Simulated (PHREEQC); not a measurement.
## Brine (model solution)

Make-up at 29 °C: 0.26 mol LiCl and 0.044 mol MnCl2 per kg of water. Closed to the air; pH follows from the charge balance.

All values are PHREEQC results (ion-association model, phreeqc.dat), not measurements.

No solid was allowed to form.

Task: What pH does the model give?

Result: pH 6.23.

Task: In which forms is Cl present?

Result: Cl- 96 %, MnCl+ 3.3 % of the Cl.
